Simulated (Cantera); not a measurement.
Input (Python, Cantera):

```python
import numpy as np
import cantera as ct

gas = ct.Solution("gri30.yaml", transport_model="mixture-averaged")
show = ['H', 'OH', 'CH4']

rows = []
print(f"{'T/K':>7s}{'rho':>11s}{'cp':>10s}{'mu':>11s}{'lambda':>11s}{'Pr':>7s}" + "".join(f"{'D_' + s:>11s}" for s in show))
for T in [400, 550, 700, 850, 1000, 1150]:
    gas.TPX = T, 100000, {'O2': 0.41}
    Pr = gas.cp_mass * gas.viscosity / gas.thermal_conductivity
    D = [gas.mix_diff_coeffs_mole[gas.species_index(s)] for s in show]
    rows.append([gas.density, gas.cp_mass, gas.viscosity, gas.thermal_conductivity, Pr, *D])
    print(f"{T:7g}{gas.density:11.4e}{gas.cp_mass:10.1f}{gas.viscosity:11.4e}"
          f"{gas.thermal_conductivity:11.4e}{Pr:7.3f}" + "".join(f"{d:11.4e}" for d in D))
print("SI units: kg/m3, J/kg/K, Pa s, W/m/K, m2/s")
```

Output:

```
    T/K        rho        cp         mu     lambda     Pr        D_H       D_OH      D_CH4
    400 9.6212e-01     941.4 2.5629e-05 3.3852e-02  0.713 2.1527e-04 5.3963e-05 3.8180e-05
    550 6.9972e-01     987.2 3.2102e-05 4.4709e-02  0.709 3.7428e-04 9.2886e-05 6.6348e-05
    700 5.4978e-01    1031.1 3.7824e-05 5.4969e-02  0.709 5.6489e-04 1.3945e-04 1.0011e-04
    850 4.5276e-01    1064.7 4.3049e-05 6.4573e-02  0.710 7.8427e-04 1.9301e-04 1.3896e-04
   1000 3.8485e-01    1090.2 4.7912e-05 7.3608e-02  0.710 1.0304e-03 2.5310e-04 1.8256e-04
   1150 3.3465e-01    1108.6 5.2496e-05 8.2174e-02  0.708 1.3018e-03 3.1936e-04 2.3063e-04
SI units: kg/m3, J/kg/K, Pa s, W/m/K, m2/s
```

Cantera simulation using GRI-Mech 3.0 (53 species, 325 reactions); the numbers are that mechanism's predictions, not measurements.
